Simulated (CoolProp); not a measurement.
Saturated liquid density (kg/m³) of carbon monoxide: the reference equation beside estimates from Tc = -140.3 °C, pc = 3.498 MPa, ω = 0.050. Rackett uses Z = 0.29056 − 0.08775 ω.

Model: reference Helmholtz-energy equation of state, Lemmon 2006, in CoolProp. It is a short technical equation, of lower accuracy than the large ones.

| T (°C) | reference | Rackett | Redlich-Kwong | Soave-Redlich-Kwong |
|---|---|---|---|---|
| -179.65 | 738.6 | 750.0 | 731.1 | 729.7 |
| -176.85 | 724.6 | 736.3 | 714.0 | 713.4 |
| -174.05 | 710.2 | 722.1 | 696.2 | 696.2 |
| -171.15 | 694.6 | 706.8 | 676.8 | 677.4 |
| -168.35 | 678.9 | 691.3 | 657.0 | 658.2 |
| -165.55 | 662.3 | 675.1 | [?] | 637.8 |
| -162.75 | 644.9 | 658.0 | 613.8 | 616.0 |
| -159.85 | 625.6 | 639.1 | 589.2 | 591.9 |
| -157.05 | 605.6 | 619.4 | 563.7 | 566.6 |
| -154.25 | 583.8 | 598.0 | 535.9 | 539.1 |
| -151.35 | 558.6 | 573.2 | 504.2 | 507.4 |
| -148.55 | [?] | 545.7 | 469.7 | 472.8 |
| -145.75 | 497.5 | [?] | 429.2 | 432.0 |

Task: Fill in the missing entries.

Result: 
- -165.55, Redlich-Kwong: 636.0
- -148.55, reference: 530.9
- -145.75, Rackett: 512.3

Absolute difference from the reference over all 13 rows, mean and median: Rackett 2.1 and 2.0 %, Redlich-Kwong 5.8 and 4.8 %, Soave-Redlich-Kwong 5.5 and 4.5 %.
